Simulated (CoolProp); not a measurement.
Vapour-liquid equilibrium of ethanol (1) + n-hexane (2) at 165.45 °C; x and y are mole fractions of (1).

Model: multi-fluid Helmholtz-energy mixture model, Schroeder 2014 and Thol 2019; pair parameters Bell 2016, in CoolProp.

```tsv
x	bubble pressure (bar)	y at the bubble point	dew pressure at overall composition x (bar)	liquid density (mol/L)
0.05	11.78	…	10.61	…
0.2	14.83	0.362	12.47	6.319
0.35	…	0.464	14.65	…
0.5	16.74	…	16.50	7.803
0.65	…	…	…	9.011
0.8	16.23	0.742	15.82	10.61
0.95	14.90	0.921	14.68	12.71
```

Fill in the missing entries.


- 0.05, y at the bubble point: 0.148
- 0.05, liquid density (mol/L): 5.895
- 0.35, bubble pressure (bar): 16.18
- 0.35, liquid density (mol/L): 6.928
- 0.5, y at the bubble point: 0.542
- 0.65, bubble pressure (bar): 16.79
- 0.65, y at the bubble point: 0.626
- 0.65, dew pressure at overall composition x (bar): 16.72

y crosses x between x = 0.5 and 0.65: the model has an azeotrope there.

The pair parameters rest on a limited set of measurements; away from them the model extrapolates.
